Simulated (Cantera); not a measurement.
Standard-state values (1 bar) from the NASA 1993 polynomials, evaluated with Cantera. Values are per mole of reaction as written; species without (g) are pure solids or liquids, kept so even where they would boil at 1 bar.

2 O(g) = O2(g)

```csv
T (K),ΔH° (kJ),ΔS° (J/K),ΔG° (kJ),log10 K
475,___,___,___,___
525,-501.2,-124.2,-436.0,43.38
575,-501.8,-125.2,-429.8,39.04
625,-502.3,-126.1,-423.5,35.39
675,-502.8,-126.8,-417.2,32.28
725,-503.2,-127.5,-410.8,29.60
775,___,___,___,___
825,-504.1,-128.6,-398.0,25.20
```

### Question
Fill in the missing entries.

### Answer

- 475, ΔH° (kJ): -500.7
- 475, ΔS° (J/K): -123.1
- 475, ΔG° (kJ): -442.2
- 475, log10 K: 48.63
- 775, ΔH° (kJ): -503.6
- 775, ΔS° (J/K): -128.0
- 775, ΔG° (kJ): -404.4
- 775, log10 K: 27.26
